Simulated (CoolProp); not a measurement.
A Linde-Hampson liquefier for carbon monoxide: isothermal reversible compression at 300 K from 1 atm to 25 MPa, throttling to 1 atm, return gas leaving the recuperator 0 K below the feed. Each further row changes one setting.

Computed with CoolProp (reference Helmholtz-energy equation of state, Lemmon 2006). It is a short technical equation, of lower accuracy than the large ones.

```csv
case,liquid yield per pass,compression work (kJ/kg of gas)
as stated,(withheld),491
high pressure 50 MPa,0.102,(withheld)
warm-end temperature 330 K,(withheld),(withheld)
warm-end gap 5 K,(withheld),491
```

What belongs in the gaps?


- as stated, liquid yield per pass: 0.095
- high pressure 50 MPa, compression work (kJ/kg of gas): 565
- warm-end temperature 330 K, liquid yield per pass: 0.070
- warm-end temperature 330 K, compression work (kJ/kg of gas): 544
- warm-end gap 5 K, liquid yield per pass: 0.084
